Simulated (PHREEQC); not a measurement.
Make-up at 20 °C: 19 mmol/kgw NH3 and 0.024 mmol/kgw CO2. Closed to the air; pH follows from the charge balance.

Computed with PHREEQC (ion-association model, phreeqc.dat).

Each row changes one thing in this solution. This is a speciation only: nothing precipitates in the calculation.

```
case                                             pH  ionic strength (mol/kgw)  NH3 (mol/kgw)  NH4+ (mol/kgw)  CO3-2 (mol/kgw)  HCO3- (mol/kgw)
--------------------------------------------  -----  ------------------------  -------------  --------------  ---------------  ---------------
as made                                       10.90                  0.000619         0.0184        0.000601          1.88e-5          5.19e-6
CO2 from 2.4e-05 to 2.4e-06 mol/kgw           10.91                  0.000583         0.0184        0.000581          1.89e-6          5.06e-7
diluted 10-fold with water                      [?]                  0.000178        0.00172        0.000177          1.26e-6          1.14e-6
temperature from 20 to 70 °C                   9.54                       [?]         0.0184        0.000612          5.33e-6          1.87e-5
CO2 replaced by NH4HCO3 at the same molality  10.90                  0.000620         0.0184        0.000601          1.88e-5          5.18e-6
CO2 replaced by KHCO3 at the same molality    10.91                  0.000632         0.0184        0.000589          1.89e-5          5.10e-6
CO2 from 2.4e-05 to 2.64e-05 mol/kgw          10.90                  0.000624         0.0184        0.000603          2.07e-5          5.72e-6
temperature from 20 to 10 °C                  11.25                  0.000598         0.0184        0.000577          2.07e-5              [?]
```

Q: Complete the blanks.

A: 
- diluted 10-fold with water, pH: 10.40
- temperature from 20 to 70 °C, ionic strength (mol/kgw): 0.000617
- temperature from 20 to 10 °C, HCO3- (mol/kgw): 3.33e-6

Complexes and solids missing from the database can't appear. Constants without temperature data keep their 25 °C values here.
